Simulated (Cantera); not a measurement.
Charge: 1 mol Cu, 1.1 mol F2, 46 mol N2, at 1.10 Pa.

Equilibrium computed with Cantera from the NASA thermochemical tables; the gas is ideal and each condensed phase is pure. Candidate condensed phases: Cu, CuF2; 11 gas species. Equilibrium is a limit: real reactors are often held back by kinetics, nucleation or transport. All values below are at 1050 °C.

Base state: N2 0.965, F 0.0143, CuF2 0.0108, CuF 0.0101 (mole fractions); condensed: gas only.

Question: What changes in the equilibrium state with this change: N2 from 46 to 5.1 mol?

Answer: 
```tsv
species	before	after
N2	0.965	0.786
CuF2	0.0108	0.126
F	0.0143	0.0593
CuF	0.0101	0.0285
```
